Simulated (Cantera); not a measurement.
A closed system holds: 1 mol HI, 0.24 mol H₂O, 1.4 mol N₂, equilibrated at 1 atm.

These are equilibrium values from Cantera (NASA tables, ideal gas, pure condensed phases), not measurements of a reactor. Candidate condensed phases: H₂O, I₂; 50 gas species. Ions and electrons are included (thermal ionisation). Rates play no part. All values below are at 3750 K.

Base state: N₂ 0.369, I 0.262, H 0.243, H₂ 0.0595, O 0.0339, OH 0.0145, H₂O 0.00680, NO 0.00565 (mole fractions); condensed: gas only.

### Question
What changes in the equilibrium state with this change: H₂O from 0.24 to 0.76 mol?

### Answer
```
species    before     after
-------  --------  --------
N₂          0.369     0.283
H           0.243     0.281
I           0.262     0.203
O          0.0339    0.0746
H₂O       0.00680    0.0200
OH         0.0145    0.0370
NO        0.00565    0.0109
H₂         0.0595    0.0795
O₂        0.00147   0.00714
I₂        2.38e-5   1.43e-5
N        0.000405  0.000355
HI        0.00336   0.00301
NH        1.78e-5   1.80e-5
```
